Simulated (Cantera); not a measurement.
**Roasting and sulfation: MgO + H2S + O2**

Feed: 1 mol MgO, a varied amount of H2S, 0.04 mol O2, held at 427 °C and 2000 Pa.

Equilibrium computed with Cantera from the NASA thermochemical tables; the gas is ideal and each condensed phase is pure. Candidate condensed phases: H2O, H2SO4, Mg, MgO, Mg(OH)2, MgS, MgSO4, S; 26 gas species. Gases not in the tables: S3 to S7. Kinetics and transport are ignored.

From 0.15 mol H2S to 1.6 mol H2S the condensed part is MgO(s).

```csv
n(H2S) (mol),x H2S,x H2O,x S2,x SO2,x S8,x H2,x S2O,x SH,n MgO(s)
0.15,0.412,0.399,0.164,0.0165,0.00658,0.000534,0.000892,1.63e-7,1.00
0.18,0.480,0.353,0.152,0.00851,0.00487,0.000646,0.000605,1.72e-7,1.00
0.22,0.552,0.303,0.137,0.00402,0.00315,0.000784,0.000384,1.80e-7,1.00
0.27,0.620,0.256,0.120,0.00187,0.00185,0.000940,0.000237,1.84e-7,1.00
0.33,0.679,0.215,0.103,0.000883,0.00103,0.00111,0.000146,1.86e-7,1.00
0.4,0.728,0.181,0.0887,0.000433,0.000557,0.00128,9.09e-5,1.85e-7,1.00
0.48,0.769,0.153,0.0761,0.000221,0.000302,0.00146,5.79e-5,1.83e-7,1.00
0.59,0.808,0.127,0.0635,0.000104,0.000147,0.00168,3.48e-5,1.79e-7,1.00
0.72,0.840,0.105,0.0532,5.08e-5,7.20e-5,0.00191,2.12e-5,1.75e-7,1.00
0.88,0.867,0.0868,0.0443,2.48e-5,3.48e-5,0.00216,1.29e-5,1.70e-7,1.00
1.1,0.891,0.0701,0.0362,1.13e-5,1.55e-5,0.00246,7.49e-6,1.64e-7,1.00
1.3,0.907,0.0596,0.0311,6.28e-6,8.45e-6,0.00270,4.99e-6,1.59e-7,1.00
1.6,0.922,0.0487,0.0258,3.06e-6,4.02e-6,0.00301,3.03e-6,1.53e-7,1.00
```
x: gas mole fraction; n: condensed amount in mol.
